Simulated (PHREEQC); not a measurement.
A solution holds 0.13 mol/kgw MgCl2, 0.073 mol/kgw NaHCO3 and 3.3e-05 mol/kgw H4SiO4, at 15 °C. Closed to the air; pH follows from the charge balance.

Computed with PHREEQC (ion-association model, phreeqc.dat).

```json
[
 {"quantity": "pH", "before": "7.67", "after": "8.17"},
 {"quantity": "ionic strength (mol/kgw)", "before": "0.419", "after": "0.0716"},
 {"quantity": "HCO3- (mol/kgw)", "before": "0.0490", "after": "0.0692"},
 {"quantity": "CO2 (mol/kgw)", "before": "0.00178", "after": "0.000971"},
 {"quantity": "NaHCO3 (mol/kgw)", "before": "0.000976", "after": "0.00188"},
 {"quantity": "CO3-2 (mol/kgw)", "before": "0.000243", "after": "0.000723"},
 {"quantity": "SI of Quartz (SiO2)", "before": "-0.30", "after": "-0.35"}
]
```

Q: Which change was made?
(A) temperature from 15 to 10 °C
(B) diluted 5-fold with water
(C) 0.0079 mol/kgw H2SO4 added
(D) MgCl2 left out
(E) diluted 2-fold with water

A: D, MgCl2 left out

No solid was allowed to form.
